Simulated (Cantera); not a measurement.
An isothermal, constant-pressure homogeneous reactor starts with 0.597 % CO, 1.47 % O2, 0.127 % H2O, 97.8 % N2, equivalence ratio 0.20, at 998 K and 101000 Pa.

Detailed kinetics in Cantera: GRI-Mech 3.0 (53 species, 325 reactions).

x: mole fraction; the columns are a selection and need not sum to one.

| t (s) | x CO | x O2 | x H2O | x NO | x H |
|---|---|---|---|---|---|
| 9.00e-5 | 0.00597 | 0.0147 | 0.00127 | <1e-12 | <1e-12 |
| 0.000281 | 0.00597 | 0.0147 | 0.00127 | <1e-12 | <1e-12 |
| 0.000879 | 0.00597 | 0.0147 | 0.00127 | <1e-12 | <1e-12 |
| 0.00275 | 0.00597 | 0.0147 | 0.00127 | <1e-12 | 1.89e-12 |
| 0.00859 | 0.00597 | 0.0147 | 0.00127 | <1e-12 | 6.54e-12 |
| 0.0268 | 0.00597 | 0.0147 | 0.00127 | <1e-12 | 2.94e-11 |
| 0.0839 | 0.00597 | 0.0147 | 0.00127 | <1e-12 | 5.09e-10 |
| 0.262 | 0.00587 | 0.0146 | 0.00127 | 3.46e-12 | (withheld) |
| 0.819 | (withheld) | 0.0143 | 0.00126 | 1.06e-10 | (withheld) |
| 2.56 | 0.00337 | 0.0134 | 0.00127 | 1.12e-9 | 4.08e-8 |
| 8.00 | 0.000942 | 0.0122 | 0.00127 | 4.66e-9 | 1.14e-8 |

Problem. What belongs in the gaps?

Solution. 
- 0.262, x H: 4.21e-8
- 0.819, x CO: 0.00522
- 0.819, x H: 5.30e-8
